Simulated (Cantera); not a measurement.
Charge: 1 mol SiCl4, 0.99 mol Cl2, 15 mol H2, at 1323 K and 0.133 bar.

Method: chemical equilibrium by Gibbs-energy minimisation in Cantera with the NASA 1993 tables (ideal gas, pure condensed phases). Candidate condensed phases: Si; 19 gas species. The tables' values for SiCl3 are old estimates; treat these amounts as uncertain. Rates play no part.

Base state: H2 0.783, HCl 0.159, SiCl4 0.0278, SiCl2 0.0142, SiCl3 0.00851, SiHCl3 0.00696, SiH2Cl2 0.000250 (mole fractions); condensed: gas only.

Question: What changes in the equilibrium state with this change: temperature from 1323 K to 1448.15 K?

Answer: 
| species | before | after |
|---|---|---|
| H2 | 0.783 | 0.751 |
| HCl | 0.159 | 0.192 |
| SiCl2 | 0.0142 | 0.0335 |
| SiCl4 | 0.0278 | 0.0100 |
| H | 3.84e-6 | 2.19e-5 |
| SiHCl3 | 0.00696 | 0.00335 |
| SiH2Cl2 | 0.000250 | 0.000173 |
| SiCl3 | 0.00851 | 0.00956 |

Question: What changes in the equilibrium state with this change: pressure from 0.133 bar to 10.0 bar?

Answer: 
| species | before | after |
|---|---|---|
| H2 | 0.783 | 0.808 |
| HCl | 0.159 | 0.133 |
| SiCl4 | 0.0278 | 0.0428 |
| SiCl2 | 0.0142 | 0.000427 |
| SiHCl3 | 0.00696 | 0.0131 |
| SiCl3 | 0.00851 | 0.00183 |
| SiH2Cl2 | 0.000250 | 0.000579 |
